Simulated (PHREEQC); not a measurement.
A solution holds 0.00012 mol TMAH and 1.1e-05 mol CO2 per kg of water, at 25 °C. Closed to the air; pH follows from the charge balance.

All values are PHREEQC results (ion-association model, phreeqc.dat), not measurements.

- pH = 10.01
- ionic strength = 0.000124 mol/kgw
- total alkalinity = 0.120 meq/kg

```json
[
 {"species": "(CH3)4N+", "molality": "0.000120", "activity": "0.000118", "log γ": "-0.006"},
 {"species": "OH-", "molality": "0.000105", "activity": "0.000104", "log γ": "-0.006"},
 {"species": "HCO3-", "molality": "7.33e-6", "activity": "7.24e-6", "log γ": "-0.006"},
 {"species": "CO3-2", "molality": "3.67e-6", "activity": "3.49e-6", "log γ": "-0.022"},
 {"species": "CO2", "molality": "1.58e-9", "activity": "1.58e-9", "log γ": "0.000"}
]
```

No solid was allowed to form. Species that the database lacks are ignored. (CH3)4N+ isn't in the database: it is added as a free cation with an ion size of 4 Å.
